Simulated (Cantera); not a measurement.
Input: 1 mol Al(CH₃)₃, a varied amount of NH₃, 29 mol H₂, 11 mol H₂O, at 1475 K and 0.133 bar.

Equilibrium computed with Cantera from the NASA thermochemical tables; the gas is ideal and each condensed phase is pure. Candidate condensed phases: Al, AlN, Al₂O₃, C, C₆H₆, C₇H₈, C₈H₁₈, H₂O; 148 gas species. The feed counts by its element totals alone. Gases not in the tables: Al(OH)₃. Equilibrium is a limit: real reactors are often held back by kinetics, nucleation or transport.

x: gas mole fraction; n: condensed amount in mol.

| n(NH₃) (mol) | x H₂ | x N₂ | x H₂O | x CO | x CO₂ | x H | n Al₂O₃(s) |
|---|---|---|---|---|---|---|---|
| 0.94 | 0.802 | 0.00952 | 0.128 | 0.0571 | 0.00367 | 3.18e-5 | 0.500 |
| 1.5 | 0.801 | 0.0149 | 0.125 | 0.0559 | 0.00352 | 3.18e-5 | 0.500 |
| 2.3 | 0.799 | 0.0221 | 0.121 | 0.0543 | 0.00332 | 3.17e-5 | 0.500 |
| 3.5 | 0.797 | 0.0321 | 0.116 | 0.0520 | ? | 3.17e-5 | 0.500 |
| 5.4 | 0.793 | 0.0463 | 0.109 | 0.0488 | ? | 3.16e-5 | 0.500 |
| 8.4 | 0.789 | 0.0653 | 0.0988 | 0.0444 | ? | 3.16e-5 | 0.500 |
| 13 | 0.784 | 0.0884 | 0.0867 | 0.0391 | ? | 3.15e-5 | 0.500 |
| 20 | 0.778 | 0.114 | 0.0730 | 0.0330 | ? | 3.13e-5 | 0.500 |
| 31 | 0.772 | 0.142 | 0.0585 | 0.0266 | ? | 3.12e-5 | 0.500 |
| 49 | 0.767 | 0.168 | 0.0442 | 0.0202 | ? | 3.11e-5 | 0.500 |
| 76 | 0.762 | 0.190 | 0.0323 | 0.0148 | ? | 3.10e-5 | 0.500 |
| 120 | 0.758 | 0.209 | 0.0225 | 0.0103 | ? | 3.09e-5 | 0.500 |
| 180 | 0.756 | 0.221 | 0.0159 | 0.00730 | ? | 3.09e-5 | 0.500 |

Q: Complete the blanks.

A: 
- 3.5, x CO₂: 0.00305
- 5.4, x CO₂: 0.00269
- 8.4, x CO₂: 0.00224
- 13, x CO₂: 0.00174
- 20, x CO₂: 0.00125
- 31, x CO₂: 0.000811
- 49, x CO₂: 0.000468
- 76, x CO₂: 0.000253
- 120, x CO₂: 0.000123
- 180, x CO₂: 6.18e-5
